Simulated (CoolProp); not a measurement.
200 sccm (0 °C, 1 atm) of nitrogen bubbles through liquid n-decane at 319.3 K and leaves saturated at a total pressure of 0.00851 MPa (ideal gas phase). Each further row changes one setting.

The numbers come from the reference Helmholtz-energy equation of state, Lemmon 2006 in CoolProp. It is a short technical equation, of lower accuracy than the large ones.

```csv
case,vapour pressure (kPa),mole fraction of vapour,delivery (mg/min),delivery (sccm),change of delivery for a bath 1 K warmer (%)
as stated,0.705,[?],[?],18.1,6.6
bath temperature 324.3 K,0.940,0.110,158,[?],6.6
total pressure 0.017 MPa,0.705,[?],[?],[?],6.3
```

Q: Fill in the missing entries.

A: 
- as stated, mole fraction of vapour: 0.0828
- as stated, delivery (mg/min): 115
- bath temperature 324.3 K, delivery (sccm): 24.8
- total pressure 0.017 MPa, mole fraction of vapour: 0.0415
- total pressure 0.017 MPa, delivery (mg/min): 54.9
- total pressure 0.017 MPa, delivery (sccm): 8.65
